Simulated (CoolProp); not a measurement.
Vapour-liquid equilibrium of CH2F2 (R32) (1) + R125 (2) at 194.6 K; x and y are mole fractions of (1).

Computed with CoolProp (multi-fluid Helmholtz-energy mixture model, Tillner-Roth 1997 and Lemmon 2005; pair parameters Lemmon 2004).

```
x     bubble pressure, mixture model (bar)  bubble pressure, Raoult's law (bar)  y, mixture model  y, Raoult's law
----  ------------------------------------  -----------------------------------  ----------------  ---------------
0.05                                0.1735                               0.1730             0.063            0.060
0.15                                0.1786                               0.1765             0.186            0.175
0.25                                0.1838                               0.1800             0.303            0.287
0.35                                     ?                               0.1835                 ?            0.393
0.45                                     ?                               0.1870             0.511            0.496
0.55                                0.1981                               0.1905             0.604            0.596
0.65                                0.2018                               0.1940             0.690            0.691
0.75                                0.2047                               0.1975             0.774            0.783
0.85                                0.2065                               0.2010             0.858            0.872
0.95                                0.2069                               0.2045             0.949            0.958
```

**Question.** Complete the blanks.

**Answer.** 
- 0.35, bubble pressure, mixture model (bar): 0.1890
- 0.35, y, mixture model: 0.411
- 0.45, bubble pressure, mixture model (bar): 0.1938

The largest gap from Raoult's law is +4.0 % in bubble pressure, at x = 0.65. y crosses x between x = 0.85 and 0.95: the model has an azeotrope there.

Pair parameters are fitted to limited data, so mixtures are less certain than the pure fluids.
